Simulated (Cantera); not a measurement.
**Equilibrium for metals in furnace atmospheres: Cu + CO2 + H2**

Feed: 1 mol Cu, 0.021 mol CO2, 1.4 mol H2, held at 1502 °C.

Equilibrium computed with Cantera from the NASA thermochemical tables; the gas is ideal and each condensed phase is pure. Candidate condensed phases: C, C6H6, C7H8, C8H18, Cu, CuO, Cu(OH)2, Cu2O, H2O; 113 gas species. Equilibrium is a limit: real reactors are often held back by kinetics, nucleation or transport.

```csv
P (Pa),log p H2,log p Cu,log p H,log p H2O,log p CO,n Cu(l)
10,-4.26,-4.39,-5.67,-6.07,-6.07,0
41,-3.64,-3.77,-5.36,-5.45,-5.45,0
160,-2.94,-3.39,-5.01,-4.76,-4.76,0.516
670,-2.22,-3.39,-4.65,-4.03,-4.03,0.908
2700,-1.59,-3.39,-4.33,-3.41,-3.41,0.978
11000,-0.97,-3.39,-4.03,-2.79,-2.79,0.995
45000,-0.36,-3.39,-3.72,-2.18,-2.18,0.999
180000,0.24,-3.39,-3.42,-1.58,-1.58,1.000
740000,0.86,-3.39,-3.11,-0.96,-0.96,1.000
3000000,1.46,-3.39,-2.81,-0.35,-0.36,1.000
```
log p: log10 of the partial pressure in bar; n: condensed amount in mol.

From 0.0750 Torr to 0.308 Torr nothing is condensed. From 1.20 Torr to 22500 Torr the condensed part is Cu(l). The main Cu-bearing gas is Cu throughout.
